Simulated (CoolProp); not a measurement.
Properties of isohexane along the isotherm 299.3 K.

Values from CoolProp's reference Helmholtz-energy equation of state, Lemmon 2006. It is a short technical equation, of lower accuracy than the large ones.

```tsv
p (MPa)	phase	Z	cv (kJ/(kg K))	speed of sound (m/s)
0.0241	gas	0.9835	1.569	172.6
0.0456	liquid	0.002439	1.734	1040
0.0864	liquid	0.004621	1.734	1040
0.164	liquid	0.008769	1.734	1041
0.311	liquid	0.01663	1.734	1042
0.589	liquid	?	1.735	1044
1.12	liquid	0.05978	1.735	?
2.12	liquid	?	1.735	?
4.01	liquid	0.2130	?	1073
7.61	liquid	0.4017	?	?
```

Q: Complete the blanks.

A: 
- 0.589, Z: 0.03147
- 1.12, speed of sound (m/s): 1049
- 2.12, Z: 0.1130
- 2.12, speed of sound (m/s): 1057
- 4.01, cv (kJ/(kg K)): 1.736
- 7.61, cv (kJ/(kg K)): 1.739
- 7.61, speed of sound (m/s): 1101
